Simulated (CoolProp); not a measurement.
Vapour pressure (kPa) of the fluoroketone C6F12O (FK-5-1-12): the reference equation beside estimates from Tc = 168.7 °C, pc = 1869 kPa, ω = 0.471. Clausius-Clapeyron is anchored at -34.95 °C with a constant enthalpy of vaporisation of 35.04 kJ/mol.

Values from CoolProp's reference Helmholtz-energy equation of state, McLinden 2015.

```
T (°C)  reference  Lee-Kesler  Clausius-Clapeyron  van der Waals  Redlich-Kwong  Soave-Redlich-Kwong  Peng-Robinson
------  ---------  ----------  ------------------  -------------  -------------  -------------------  -------------
-38.05      1.104       1.134               1.106          78.27          9.614                1.151          1.263
-34.95      1.396       1.429               1.396          85.07              ?                1.448          1.580
-31.95      1.739       1.774               1.740          92.05          13.19                1.795          1.948
-28.95      2.153       2.188                   ?          99.41          15.30                2.213          2.388
-25.85      2.664       2.700               2.677          107.4          17.75                2.728          2.929
-22.85      3.254       3.290               3.284          115.6          20.40                3.322          3.549
-19.85      3.951       3.985               4.008              ?          23.35                4.021          4.276
-16.75      4.799       4.832               4.902          133.6          26.74                4.870          5.156
-13.75      5.760       5.790               5.928          143.1          30.36                5.831          6.148
-10.75      6.877       6.904               7.138          153.1          34.36                6.947          7.295
```

Q: Some entries are withheld; supply them.

A: 
- -34.95, Redlich-Kwong: 11.32
- -28.95, Clausius-Clapeyron: 2.156
- -19.85, van der Waals: 124.2

Absolute difference from the reference over all 10 rows, mean and median: Lee-Kesler 1.4 and 1.2 %, Clausius-Clapeyron 1.2 and 0.7 %, van der Waals 4031.6 and 3692.0 %, Redlich-Kwong 561.9 and 546.6 %, Soave-Redlich-Kwong 2.4 and 2.2 %, Peng-Robinson 9.8 and 9.5 %.
